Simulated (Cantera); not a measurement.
Feed: 1 mol CuO, 140 mol H2, held at 100 Torr.

Method: chemical equilibrium by Gibbs-energy minimisation in Cantera with the NASA 1993 tables (ideal gas, pure condensed phases). Candidate condensed phases: Cu, CuO, Cu(OH)2, Cu2O, H2O; 12 gas species. Kinetics and transport are ignored.

log p: log10 of the partial pressure in bar; n: condensed amount in mol.

```tsv
T (K)	log p H2	log p H2O	log p Cu	log p H	log p Cu2	log p OH	n Cu(s)	n Cu(l)
723	-0.88	-3.02	<-12	<-12	<-12	<-12	1.00	0
798	-0.88	-3.02	<-12	-12.01	<-12	<-12	1.00	0
873	-0.88	-3.02	<-12	___	<-12	<-12	1.00	0
948	-0.88	-3.02	-11.76	-9.72	<-12	<-12	1.00	0
1023	-0.88	-3.02	-10.42	-8.82	<-12	<-12	1.00	0
1098	-0.88	-3.02	-9.25	-8.05	<-12	-12.55	1.000	0
1173	-0.88	-3.02	-8.24	-7.37	<-12	-11.67	1.000	0
1248	-0.88	-3.02	-7.36	-6.77	-11.67	-10.90	1.000	0
1323	-0.88	-3.02	___	___	___	___	1.000	0
1398	-0.88	-3.02	-5.89	-5.76	-9.60	-9.61	0	0.999
1473	-0.88	-3.02	-5.29	-5.34	-8.77	-9.06	0	0.995
```

Problem. Fill in the missing entries.

Solution. 
- 873, log p H: -10.77
- 1323, log p Cu: -6.57
- 1323, log p H: -6.24
- 1323, log p Cu2: -10.56
- 1323, log p OH: -10.22
